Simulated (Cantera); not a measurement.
What does this Cantera script print?

```python
import numpy as np
import cantera as ct

gas = ct.Solution("gri30.yaml")


def delay(T, t_max=10):
    gas.TPX = T, 1800000, {'CO': 1, 'H2': 0.21, 'CH4': 0.44, 'O2': 0.928, 'N2': 5.57}
    reactor = ct.IdealGasConstPressureReactor(gas, clone=False)
    net = ct.ReactorNet([reactor])
    net.rtol, net.atol = 1e-8, 1e-16
    while net.time < t_max:
        t_old, T_old = net.time, reactor.T
        net.step()
        if reactor.T > T + 400:  # ignition: a rise of 400 K
            return t_old + (T + 400 - T_old) / (reactor.T - T_old) * (net.time - t_old)
    return np.nan


taus = []
for T in [975, 1050, 1125, 1200, 1275, 1350, 1425, 1500, 1575]:
    taus.append(delay(T))
    print(f"T0 = {T:6g} K   tau = {taus[-1]:.4e} s")
```

It prints:

```
T0 =    975 K   tau = 1.1710e-02 s
T0 =   1050 K   tau = 2.6708e-03 s
T0 =   1125 K   tau = 8.8450e-04 s
T0 =   1200 K   tau = 4.0628e-04 s
T0 =   1275 K   tau = 2.2347e-04 s
T0 =   1350 K   tau = 1.3139e-04 s
T0 =   1425 K   tau = 7.8973e-05 s
T0 =   1500 K   tau = 4.8040e-05 s
T0 =   1575 K   tau = 2.9618e-05 s
```

Cantera simulation using GRI-Mech 3.0 (53 species, 325 reactions); the numbers are that mechanism's predictions, not measurements. The pressure lies above the range GRI-Mech 3.0 was tuned for (to about 10 atm). Below about 1000 K GRI-Mech 3.0 lacks low-temperature oxidation paths.
